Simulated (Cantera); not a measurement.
Input (Python, Cantera) and output of one run.

```python
import numpy as np
import cantera as ct

gas_names = """
    C CN CO CO2 C2 CCN CNC C2N2 C2O C3 C3O2 C4 C4N2 C5 N NCO NO NO2 NO3 N2 N2O O O2 O3 Si SiC SiC2 SiN
    SiO SiO2 Si2 Si2C Si2N Si3
""".split()
cond_names = """
    C(gr) Si(cr) Si(L) SiC(b) SiO2(Lqz) SiO2(hqz) SiO2(L) Si2N2O(s) Si3N4(a)
""".split()


# ... load() reads the species with a 1 bar reference pressure and builds the phases ...
atoms = {
    'SiC': {'Si': 1, 'C': 1},
    'N2O': {'N': 2, 'O': 1},
    'N2': {'N': 2},
}
top_T = {'C(gr)': 4500, 'SiC(b)': 3050, 'Si2N2O(s)': 2100, 'Si3N4(a)': 2400}  # K; cautious upper limits of use, not melting points


# ... equilibrate(T, P, feed) seeds the gas with the atoms and calls Mixture.equilibrate('TP', solver="vcs", rtol=1e-11, max_steps=5000) ...
results = []
T = 1598  # K
P = 1333.22  # Pa
for m in [0.037, 0.048, 0.062, 0.08, 0.1, 0.13, 0.17, 0.22, 0.29, 0.37, 0.47]:
    feed = {'SiC': 1, 'N2O': m, 'N2': 120}  # mol
    mix = equilibrate(T, P, feed)
    results.append((T, P, feed, dict(zip(mix.species_names, mix.species_moles))))
    x = sorted(zip(gas.X, gas.species_names), reverse=True)
    print(f"T = {T:g} K  P = {P:g} Pa  n(N2O) = {m:g} mol  gas = {mix.phase_moles(0):.4g} mol")
    print("   x: " + "  ".join(f"{s} {v:.3e}" for v, s in x if v > 0.001))
    print("   condensed (mol): " + ("  ".join(f"{mix.phase(i).name} {mix.phase_moles(i):.4g}"
          for i in range(1, mix.n_phases) if mix.phase_moles(i) > 1e-12) or "none"))
```

Output:

```
T = 1598 K  P = 1333.22 Pa  n(N2O) = 0.037 mol  gas = 120.1 mol
   x: N2 9.997e-01
   condensed (mol): SiC(b) 0.9681  Si3N4(a) 0.008912
T = 1598 K  P = 1333.22 Pa  n(N2O) = 0.048 mol  gas = 120.1 mol
   x: N2 9.996e-01
   condensed (mol): SiC(b) 0.9586  Si3N4(a) 0.01157
T = 1598 K  P = 1333.22 Pa  n(N2O) = 0.062 mol  gas = 120.1 mol
   x: N2 9.995e-01
   condensed (mol): SiC(b) 0.9465  Si3N4(a) 0.01495
T = 1598 K  P = 1333.22 Pa  n(N2O) = 0.08 mol  gas = 120.1 mol
   x: N2 9.993e-01
   condensed (mol): SiC(b) 0.931  Si3N4(a) 0.01929
T = 1598 K  P = 1333.22 Pa  n(N2O) = 0.1 mol  gas = 120.2 mol
   x: N2 9.992e-01
   condensed (mol): SiC(b) 0.9138  Si3N4(a) 0.02412
T = 1598 K  P = 1333.22 Pa  n(N2O) = 0.13 mol  gas = 120.2 mol
   x: N2 9.989e-01
   condensed (mol): SiC(b) 0.8879  Si3N4(a) 0.03136
T = 1598 K  P = 1333.22 Pa  n(N2O) = 0.17 mol  gas = 120.3 mol
   x: N2 9.988e-01  CO 1.056e-03
   condensed (mol): SiC(b) 0.8731  Si2N2O(s) 0.02277  Si3N4(a) 0.02034
T = 1598 K  P = 1333.22 Pa  n(N2O) = 0.22 mol  gas = 120.3 mol
   x: N2 9.987e-01  CO 1.161e-03
   condensed (mol): SiC(b) 0.8603  Si2N2O(s) 0.05933
T = 1598 K  P = 1333.22 Pa  n(N2O) = 0.29 mol  gas = 120.4 mol
   x: N2 9.983e-01  CO 1.542e-03
   condensed (mol): SiC(b) 0.8143  Si2N2O(s) 0.08127
T = 1598 K  P = 1333.22 Pa  n(N2O) = 0.37 mol  gas = 120.5 mol
   x: N2 9.978e-01  CO 1.977e-03
   condensed (mol): SiC(b) 0.7617  Si2N2O(s) 0.1066
T = 1598 K  P = 1333.22 Pa  n(N2O) = 0.47 mol  gas = 120.7 mol
   x: N2 9.973e-01  CO 2.522e-03
   condensed (mol): SiC(b) 0.6957  Si2N2O(s) 0.1385
```

These are equilibrium values from Cantera (NASA tables, ideal gas, pure condensed phases), not measurements of a reactor. Mutual solubility and eutectic melting of coexisting phases are not modelled.
